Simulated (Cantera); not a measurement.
Feed: 1 mol MgO, 0.28 mol H2S, 3 mol H2O, equilibrated at 1325 °C and 1330 Pa.

Cantera equilibrium calculation (NASA polynomials, part measured and part estimated; ideal gas, pure solids and liquids). Candidate condensed phases: H2O, H2SO4, Mg, MgO, Mg(OH)2, MgS, MgSO4, S; 26 gas species. Rates play no part.

Base state: H2O 0.743, H2 0.186, SO2 0.0539, S2 0.00838, H2S 0.00457, SO 0.00323, SH 0.000921, H 0.000199 (mole fractions); condensed: MgO(s).

Question: What changes in the equilibrium state with this change: temperature from 1325 °C to 852 °C?

Answer: 
```
species        before    after
-----------  --------  -------
H2O             0.743    0.868
H2              0.186   0.0653
H2S           0.00457   0.0393
SO2            0.0539   0.0107
S2            0.00838   0.0164
OH            3.09e-5  6.81e-9
H            0.000199  9.83e-8
S             9.39e-5  1.38e-7
SO            0.00323  3.65e-5
MgO(s), mol     1.000     1.00
```
Gases not in the tables: S3 to S7.

Question: What changes in the equilibrium state with this change: H2S from 0.28 to 0.93 mol?

Answer: 
| species | before | after |
|---|---|---|
| H2O | 0.743 | 0.583 |
| H2 | 0.186 | 0.278 |
| S2 | 0.00838 | 0.0687 |
| H2S | 0.00457 | 0.0195 |
| SO2 | 0.0539 | 0.0425 |
| S2O | 0.000107 | 0.000460 |
| SH | 0.000921 | 0.00322 |
| S | 9.39e-5 | 0.000269 |
| OH | 3.09e-5 | 1.98e-5 |
| SO | 0.00323 | 0.00484 |
| MgO(s), mol | 1.000 | 1.000 |
